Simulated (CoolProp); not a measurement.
CF4 (R14) along the isobar 392 kPa: Z from the reference equation and from simpler models built on Tc = 227.4 K, pc = 3762 kPa, ω = 0.178; each cubic takes its own stable root.

Computed with CoolProp (reference Helmholtz-energy equation of state, Platzer 1990). This equation is an older, rougher fit; its heat capacities, sound speeds and derivatives of the liquid may be far off and weren't checked against measurements.

```json
[
 {"T (K)": "147.7", "phase": "liquid", "reference": "0.01766"},
 {"T (K)": "163.9", "phase": "liquid", "reference": "0.01689"},
 {"T (K)": "180", "phase": "gas", "reference": "0.9238"},
 {"T (K)": "196.2", "phase": "gas", "reference": "0.9422"},
 {"T (K)": "212.3", "phase": "gas", "reference": "0.9549"},
 {"T (K)": "228.4", "phase": "gas", "reference": "0.9642"},
 {"T (K)": "244.6", "phase": "gas", "reference": "0.9713"},
 {"T (K)": "260.7", "phase": "gas", "reference": "0.9768"},
 {"T (K)": "276.9", "phase": "gas", "reference": "0.9811"},
 {"T (K)": "293", "phase": "gas", "reference": "0.9846"},
 {"T (K)": "309.2", "phase": "gas", "reference": "0.9874"},
 {"T (K)": "325.3", "phase": "gas", "reference": "0.9897"}
]
```

Task: How far does each simpler model (van der Waals, Redlich-Kwong, Peng-Robinson) lie from the reference over these 12 states: mean and median of the absolute difference, and the worst?

Result: 
- van der Waals: mean 870.4 %, median 0.3 %, worst +5398.5 % at 163.9 K and 392 kPa
- Redlich-Kwong: mean 438.1 %, median 0.1 %, worst +5251.7 % at 163.9 K and 392 kPa
- Peng-Robinson: mean 1.9 %, median 0.4 %, worst -9.7 % at 147.7 K and 392 kPa

At some of these states van der Waals, Redlich-Kwong gives the other phase, because its saturation line lies elsewhere.
